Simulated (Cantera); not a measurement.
Cantera run, input and output.

```python
import numpy as np
import cantera as ct

gas = ct.Solution("gri30.yaml")
gas.TPX = 1850, 3600, {'NO': 1, 'N2': 0.11}
reactor = ct.IdealGasConstPressureReactor(gas, energy="off", clone=False)
net = ct.ReactorNet([reactor])
net.rtol, net.atol = 1e-08, 1e-18
show = ['NO', 'N2O', 'N2', 'O2', 'NO2', 'O']
times = np.geomspace(5e-05, 40, 12)

steps = ct.SolutionArray(gas, extra=["t"])
rows = []
print(f"{'t/s':>10s}{'T/K':>9s}{'P/Pa':>11s}" + "".join(f"{s:>11s}" for s in show))
for t in times:
    while net.time < t:
        t_next = net.step()
        steps.append(gas.state, t=t_next)
    rows.append([np.interp(t, steps.t, y) for y in (steps.T, steps.P, *steps(*show).X.T)])
    print(f"{t:10.3e}{rows[-1][0]:9.1f}{rows[-1][1]:11.4g}" + "".join(f"{x:11.3e}" for x in rows[-1][2:]))
rate = np.gradient(steps.T, steps.t)
print("integrator steps:", len(steps.t))
if steps.T.max() > steps.T[0] + 200:
    print(f"time of steepest temperature rise: {steps.t[rate.argmax()]:.4e} s")
gas.TPX = 1850, 3600, {'NO': 1, 'N2': 0.11}
gas.equilibrate("TP")
print(f"equilibrium (TP): T = {gas.T:.1f} K  " + "  ".join(f"{s} {gas[s].X[0]:.3e}" for s in show))
```

It prints:

```
       t/s      T/K       P/Pa         NO        N2O         N2         O2        NO2          O
 5.000e-05   1850.0       3600  9.009e-01  5.224e-07  9.910e-02  2.967e-10  1.705e-09  5.215e-07
 1.720e-04   1850.0       3600  9.009e-01  1.794e-06  9.910e-02  3.467e-09  1.978e-08  1.784e-06
 5.919e-04   1850.0       3600  9.009e-01  6.134e-06  9.910e-02  4.072e-08  2.256e-07  6.019e-06
 2.037e-03   1850.0       3600  9.009e-01  2.064e-05  9.910e-02  4.874e-07  2.358e-06  1.953e-05
 7.007e-03   1850.0       3600  9.007e-01  6.573e-05  9.911e-02  7.153e-06  1.817e-05  5.782e-05
 2.411e-02   1850.0       3600  9.003e-01  1.732e-04  9.922e-02  1.167e-04  5.456e-05  1.213e-04
 8.295e-02   1850.0       3600  8.988e-01  2.844e-04  9.989e-02  8.145e-04  6.556e-05  1.482e-04
 2.854e-01   1850.0       3600  8.934e-01  2.937e-04  1.026e-01  3.480e-03  7.495e-05  1.608e-04
 9.820e-01   1850.0       3600  8.748e-01  2.745e-04  1.119e-01  1.275e-02  1.003e-04  1.912e-04
 3.379e+00   1850.0       3600  8.111e-01  2.219e-04  1.437e-01  4.454e-02  1.554e-04  2.668e-04
 1.163e+01   1850.0       3600  6.155e-01  1.146e-04  2.416e-01  1.422e-01  2.112e-04  4.137e-04
 4.000e+01   1850.0       3600  2.419e-01  1.574e-05  4.284e-01  3.289e-01  1.289e-04  5.951e-04
integrator steps: 840
equilibrium (TP): T = 1850.0 K  NO 5.981e-03  N2O 5.394e-08  N2 5.464e-01  O2 4.470e-01  NO2 3.745e-06  O 6.835e-04
```

Computed with Cantera and GRI-Mech 3.0 (53 species, 325 reactions). Radical loss at walls, strong at low pressure, is not modelled.
